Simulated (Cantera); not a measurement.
An isothermal, constant-pressure homogeneous reactor starts with CH4 : H2 = 0.027 : 1 (molar parts), at 1825 K and 2670 Pa.

Detailed kinetics in Cantera: GRI-Mech 3.0 (53 species, 325 reactions). GRI-Mech 3.0 stops at C3 and has no aromatics, soot or wall deposition, so with more carbon than oxygen in the feed, carbon stays in small species such as C2H2 where larger ones or solid carbon would form. Radical loss at walls, strong at low pressure, is not modelled.

One state of this run: x CH4 = 0.00590; x H2 = 0.982; x C2H2 = 0.00976; x H = 0.00245; x C2H4 = 1.11e-5. x: mole fraction; the columns are a selection and need not sum to one.

Which value of t (s) does it belong to?
A) 0.000200
B) 0.306
C) 4.80
D) 0.766

B, 0.306
